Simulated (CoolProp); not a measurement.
Vapour-liquid equilibrium of R134a (1) + R141b (2) at 0.178 MPa; x and y are mole fractions of (1).

Values from CoolProp's multi-fluid Helmholtz-energy mixture model, Tillner-Roth 1994 and Lemmon 2006; pair parameters Bell 2016.

```json
[
 {"x": "0.05", "bubble temperature (K)": "309.8", "y at the bubble point": "0.351", "dew temperature at overall composition x (K)": "320.7", "liquid density (mol/L)": "10.41"},
 {"x": "0.125", "bubble temperature (K)": "296.6", "y at the bubble point": "0.618", "dew temperature at overall composition x (K)": "318.3", "liquid density (mol/L)": "10.74"},
 {"x": "0.2", "bubble temperature (K)": "287.7", "y at the bubble point": "0.748", "dew temperature at overall composition x (K)": "315.6", "liquid density (mol/L)": "11.00"},
 {"x": "0.275", "bubble temperature (K)": "281.5", "y at the bubble point": "0.818", "dew temperature at overall composition x (K)": "312.9", "liquid density (mol/L)": "11.23"},
 {"x": "0.35", "bubble temperature (K)": "277.0", "y at the bubble point": "0.862", "dew temperature at overall composition x (K)": "309.9", "liquid density (mol/L)": "11.43"},
 {"x": "0.425", "bubble temperature (K)": "273.6", "y at the bubble point": "0.890", "dew temperature at overall composition x (K)": "306.6", "liquid density (mol/L)": "11.62"},
 {"x": "0.5", "bubble temperature (K)": "271.0", "y at the bubble point": "0.911", "dew temperature at overall composition x (K)": "303.1", "liquid density (mol/L)": "11.80"},
 {"x": "0.575", "bubble temperature (K)": "268.9", "y at the bubble point": "0.927", "dew temperature at overall composition x (K)": "299.1", "liquid density (mol/L)": "(withheld)"},
 {"x": "0.65", "bubble temperature (K)": "267.1", "y at the bubble point": "0.940", "dew temperature at overall composition x (K)": "294.6", "liquid density (mol/L)": "12.16"},
 {"x": "0.725", "bubble temperature (K)": "265.5", "y at the bubble point": "0.952", "dew temperature at overall composition x (K)": "289.5", "liquid density (mol/L)": "(withheld)"},
 {"x": "0.8", "bubble temperature (K)": "264.1", "y at the bubble point": "0.963", "dew temperature at overall composition x (K)": "283.2", "liquid density (mol/L)": "12.53"},
 {"x": "0.875", "bubble temperature (K)": "(withheld)", "y at the bubble point": "0.976", "dew temperature at overall composition x (K)": "275.5", "liquid density (mol/L)": "12.73"},
 {"x": "0.95", "bubble temperature (K)": "(withheld)", "y at the bubble point": "0.989", "dew temperature at overall composition x (K)": "265.8", "liquid density (mol/L)": "12.95"}
]
```

Some entries are withheld; supply them.


- 0.575, liquid density (mol/L): 11.98
- 0.725, liquid density (mol/L): 12.34
- 0.875, bubble temperature (K): 262.6
- 0.95, bubble temperature (K): 261.2

No azeotrope shows between x = 0.05 and 0.95.

Pair parameters are fitted to limited data, so mixtures are less certain than the pure fluids.
